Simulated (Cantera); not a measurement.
Feed: 1 mol c-C₄F₈, 0.018 mol F₂, held at 48.0 Pa.

Method: chemical equilibrium by Gibbs-energy minimisation in Cantera with the NASA 1993 tables (ideal gas, pure condensed phases). Candidate condensed phases: C; 23 gas species. Ions and electrons are included (thermal ionisation). The feed counts by its element totals alone. Kinetics and transport are ignored.

log p: log10 of the partial pressure in bar; nothing condenses.

| T (K) | log p F | log p C | log p C₃ | log p CF | log p C₂ | log p e- | log p C+ |
|---|---|---|---|---|---|---|---|
| 3000 | -3.42 | -4.58 | -4.36 | -4.64 | -5.07 | -9.13 | -12.03 |
| 3500 | -3.48 | -3.86 | -5.53 | -5.37 | -5.15 | -8.27 | -9.31 |
| 4000 | -3.49 | -3.80 | [?] | [?] | [?] | [?] | [?] |
| 4500 | -3.49 | -3.80 | [?] | [?] | [?] | [?] | [?] |
| 5000 | -3.49 | -3.80 | -11.37 | -7.84 | -7.78 | -6.13 | -6.14 |

**Question.** Some entries are withheld; supply them.

**Answer.** 
- 4000, log p C₃: -7.86
- 4000, log p CF: -6.37
- 4000, log p C₂: -6.18
- 4000, log p e-: -7.60
- 4000, log p C+: -7.74
- 4500, log p C₃: -9.80
- 4500, log p CF: -7.18
- 4500, log p C₂: -7.06
- 4500, log p e-: -6.81
- 4500, log p C+: -6.83
